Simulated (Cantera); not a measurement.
Input (Python, Cantera) and output of one run.

```python
import numpy as np
import cantera as ct

gas_names = [...]  # 87 gases of nasa_gas.yaml made of C, H, Si
cond_names = """
    C(gr) C6H6(L) C7H8(L) C8H18(L),n-octa Si(cr) Si(L) SiC(b)
""".split()


# ... load() reads the species with a 1 bar reference pressure and builds the phases ...
atoms = {
    'CH3SiH3': {'C': 1, 'H': 6, 'Si': 1},
    'C3H8': {'C': 3, 'H': 8},
    'H2': {'H': 2},
}
top_T = {'C(gr)': 4500, 'SiC(b)': 3050}  # K; cautious upper limits of use, not melting points


# ... equilibrate(T, P, feed) seeds the gas with the atoms and calls Mixture.equilibrate('TP', solver="vcs", rtol=1e-11, max_steps=5000) ...
results = []
feed = {'CH3SiH3': 1, 'C3H8': 0.44, 'H2': 430}  # mol
P = 1000  # Pa
for T in [1050, 1150, 1250, 1350, 1450, 1550, 1650, 1750, 1850, 1950, 2050, 2150, 2250, 2350]:
    mix = equilibrate(T, P, feed)
    results.append((T, P, feed, dict(zip(mix.species_names, mix.species_moles))))

top = {s: max(r[3][s] / sum(r[3][g] for g in gas_names) for r in results) for s in gas_names}
cols = sorted((s for s in top if top[s] > 1e-06), key=lambda s: -top[s])[:9]
seen = [c for c in cond_names if any(r[3].get(c, 0) > 1e-12 for r in results)]
print("log10 of partial pressures in bar; condensed amounts in mol")
print(f"{'T/K':>10s}" + "".join(f"{s[:9]:>10s}" for s in cols + seen))
for T, P, feed, n in results:
    ng = sum(n[g] for g in gas_names)
    print(f"{T:10.4g}" + "".join(f"{np.log10(max(n[s] / ng * P / 1e5, 1e-99)):10.3f}" for s in cols)
          + "".join(f"{n.get(c, 0):10.4g}" for c in seen))
```

It prints:

```
log10 of partial pressures in bar; condensed amounts in mol
       T/K        H2         H C2H2,acet        Si       CH4      SiC2       SiH      Si2C      SiH2     C(gr)    SiC(b)
      1050    -2.000    -9.091   -10.384   -17.865    -5.243   -23.043   -17.213   -22.925   -14.655     1.072         1
      1150    -2.000    -8.127    -9.413   -15.615    -5.631   -20.086   -15.294   -20.017   -13.294     1.218         1
      1250    -2.000    -7.316    -8.599   -13.727    -5.959   -17.607   -13.684   -17.580   -12.151     1.272         1
      1350    -2.000    -6.623    -7.907   -12.120    -6.239   -15.500   -12.316   -15.511   -11.177     1.294         1
      1450    -2.000    -6.024    -7.312   -10.737    -6.481   -13.687   -11.138   -13.731   -10.339     1.301         1
      1550    -2.000    -5.502    -6.795    -9.534    -6.692   -12.112   -10.114   -12.186    -9.609     1.297         1
      1650    -2.000    -5.042    -6.341    -8.478    -6.877   -10.731    -9.217   -10.832    -8.969     1.275    0.9998
      1750    -2.001    -4.634    -5.941    -7.544    -7.042    -9.511    -8.423    -9.637    -8.403     1.218    0.9984
      1850    -2.002    -4.270    -5.585    -6.712    -7.189    -8.425    -7.717    -8.574    -7.899       1.1    0.9898
      1950    -2.005    -3.943    -5.268    -5.967    -7.323    -7.454    -7.086    -7.623    -7.449    0.8967     0.944
      2050    -2.011    -3.650    -4.985    -5.295    -7.449    -6.579    -6.518    -6.767    -7.047    0.6414    0.7325
      2150    -2.020    -3.385    -4.733    -4.737    -7.572    -5.839    -6.058    -6.096    -6.738    0.5023         0
      2250    -2.034    -3.146    -4.626    -4.722    -7.753    -5.774    -6.134    -6.528    -6.955         0         0
      2350    -2.056    -2.932    -4.634    -4.716    -7.983    -5.823    -6.217    -6.991    -7.171         0         0
```

These are equilibrium values from Cantera (NASA tables, ideal gas, pure condensed phases), not measurements of a reactor. The feed counts by its element totals alone. Gases not in the tables: Si2H6 and higher silanes.
